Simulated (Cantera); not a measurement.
An isothermal, constant-pressure homogeneous reactor starts with CO : O2 : H2O : N2 = 0.015 : 0.015 : 0.00023 : 1 (molar parts), equivalence ratio 0.50, at 1500 K and 3.70 bar.

Model: GRI-Mech 3.0 (53 species, 325 reactions), integrated in Cantera.

One state of this run: x CO = 0.0114; x O2 = 0.0126; x H2O = 0.000165; x NO2 = 6.92e-9; x H2 = 6.40e-6; x OH = 4.47e-5. x: mole fraction; the columns are a selection and need not sum to one.

Problem. Which value of t (s) does it belong to?
(A) 5.45e-5
(B) 2.00e-6
(C) 0.00148
(D) 0.000284

Solution. C, 0.00148
